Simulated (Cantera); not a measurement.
Mixture: CO : H₂ : CH₄ : O₂ : N₂ = 1 : 0.39 : 0.19 : 1.58 : 5.94 (molar parts), equivalence ratio 0.68, at 4.80 bar, adiabatic and at constant pressure. Ignition delay is the time to a rise of 400 K.

Detailed kinetics in Cantera: GRI-Mech 3.0 (53 species, 325 reactions).

### Question
At T0 = 1300 K, what is the delay, and which 8 reactions control it most (d ln τ / d ln k, from doubling and halving each rate constant)?

### Answer
The delay is 37.8 µs.
```tsv
reaction	d ln τ / d ln k	faster rate
H + O2 <=> O + OH	-1.38	shortens it
CH4 + OH <=> CH3 + H2O	0.43	lengthens it
H2 + OH <=> H + H2O	-0.40	shortens it
H2 + O <=> H + OH	-0.32	shortens it
CH4 + H <=> CH3 + H2	0.28	lengthens it
H + O2 + N2 <=> HO2 + N2	0.27	lengthens it
CH3 + HO2 <=> CH3O + OH	-0.24	shortens it
CH3 + H (+M) <=> CH4 (+M)	0.22	lengthens it
```
